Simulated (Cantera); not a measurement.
**NO annealing gas**

An isothermal, constant-pressure homogeneous reactor starts with 8.33 % NO, 91.7 % N2, at 1750 K and 9.00 Torr.

Cantera simulation using GRI-Mech 3.0 (53 species, 325 reactions); the numbers are that mechanism's predictions, not measurements. Radical loss at walls, strong at low pressure, is not modelled.

```csv
t (s),x NO,x O,x NO2,x N2O,x O2,x N2
3.00e-6,0.0833,3.65e-11,<1e-12,3.65e-11,<1e-12,0.917
1.03e-5,0.0833,1.26e-10,<1e-12,1.26e-10,<1e-12,0.917
3.56e-5,0.0833,4.33e-10,<1e-12,4.33e-10,<1e-12,0.917
0.000123,0.0833,1.49e-9,<1e-12,1.49e-9,<1e-12,0.917
0.000423,0.0833,5.15e-9,1.77e-12,5.14e-9,<1e-12,0.917
0.00146,0.0833,1.78e-8,2.07e-11,1.77e-8,4.96e-12,0.917
0.00503,0.0833,6.16e-8,2.41e-10,6.05e-8,5.91e-11,0.917
0.0173,0.0833,2.16e-7,2.67e-9,2.03e-7,7.11e-10,0.917
0.0597,0.0833,7.88e-7,2.58e-8,6.38e-7,8.90e-9,0.917
0.206,0.0833,3.15e-6,1.82e-7,1.64e-6,1.29e-7,0.917
0.709,0.0833,1.22e-5,7.77e-7,2.59e-6,2.41e-6,0.917
2.44,0.0832,2.37e-5,1.37e-6,2.63e-6,3.04e-5,0.917
8.42,0.0830,2.59e-5,1.51e-6,2.60e-6,0.000158,0.917
29.0,0.0821,3.01e-5,1.84e-6,2.52e-6,0.000614,0.917
100,0.0786,4.19e-5,2.70e-6,2.27e-6,0.00234,0.919
```
x: mole fraction; the columns are a selection and need not sum to one.

Equilibrium at this temperature and pressure: NO 0.00170, O 0.000139, NO2 2.29e-7, N2O 1.19e-8, O2 0.0407, N2 0.957 (gas phase only).
